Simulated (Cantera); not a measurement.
Charge: 1 mol PbO, 0.32 mol C, 0.6 mol H2, equilibrated at 1.00 mbar.

Equilibrium computed with Cantera from the NASA thermochemical tables; the gas is ideal and each condensed phase is pure. Candidate condensed phases: C, C6H6, C7H8, C8H18, H2O, Pb, PbO, PbO2, Pb3O4; 113 gas species. Equilibrium is a limit: real reactors are often held back by kinetics, nucleation or transport.

Question: Which condensed phases are stable at each of these points (T (K)): 1025, 1075, 1125, 1175, 1225, 1275, 1325, 1375?

Answer: 
```
T (K)  condensed phases  Pb condensed (%)
-----  ----------------  ----------------
1025              Pb(l)              97.4
1075              Pb(l)              92.4
1125              Pb(l)              78.5
1175              Pb(l)              29.0
1225           gas only               0.0
1275           gas only               0.0
1325           gas only               0.0
1375           gas only               0.0
```

From 1025 K to 1175 K the condensed part is Pb(l). From 1225 K to 1375 K nothing is condensed.
